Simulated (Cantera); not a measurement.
## Adiabatic ignition

An adiabatic, constant-pressure homogeneous reactor starts with CH4 : O2 : N2 = 1 : 3.08 : 11.6 (molar parts), equivalence ratio 0.65, at 1650 K and 3.40 bar.

Cantera simulation using GRI-Mech 3.0 (53 species, 325 reactions); the numbers are that mechanism's predictions, not measurements.

| t (s) | T (K) | x CH4 | x O2 | x H2 | x CH2CO | x OH |
|---|---|---|---|---|---|---|
| 2.00e-6 | 1650 | 0.0638 | 0.196 | 9.11e-7 | <1e-12 | 1.30e-7 |
| 5.70e-6 | 1650 | 0.0638 | 0.196 | 3.06e-6 | <1e-12 | 2.57e-7 |
| 1.62e-5 | 1650 | 0.0637 | 0.196 | 1.38e-5 | 1.64e-10 | 8.20e-7 |
| 4.62e-5 | 1652 | 0.0626 | 0.196 | 0.000166 | 1.62e-7 | 5.08e-6 |
| 0.000132 | 2627 | <1e-12 | 0.0700 | 0.00533 | <1e-12 | 0.0183 |
| 0.000375 | 2711 | <1e-12 | 0.0675 | 0.00364 | <1e-12 | 0.0157 |
| 0.00107 | 2703 | <1e-12 | 0.0648 | 0.00360 | <1e-12 | 0.0153 |
| 0.00304 | 2695 | <1e-12 | 0.0619 | 0.00357 | <1e-12 | 0.0148 |
| 0.00866 | 2694 | <1e-12 | 0.0613 | 0.00356 | <1e-12 | 0.0147 |
| 0.0247 | 2693 | <1e-12 | 0.0613 | 0.00356 | <1e-12 | 0.0147 |
| 0.0702 | 2693 | <1e-12 | 0.0613 | 0.00356 | <1e-12 | 0.0147 |
| 0.200 | 2693 | <1e-12 | 0.0613 | 0.00356 | <1e-12 | 0.0147 |
x: mole fraction; the columns are a selection and need not sum to one.

| Quantity | Value |
|---|---|
| time of steepest temperature rise | 0.106 ms |
| temperature at 0.200 s | 2693 K |
| equilibrium temperature | 2693 K |
| x(CH4) at 0.200 s | <1e-12 (gas-phase equilibrium <1e-12) |
| x(O2) at 0.200 s | 0.0613 (gas-phase equilibrium 0.0613) |
| x(H2) at 0.200 s | 0.00356 (gas-phase equilibrium 0.00356) |
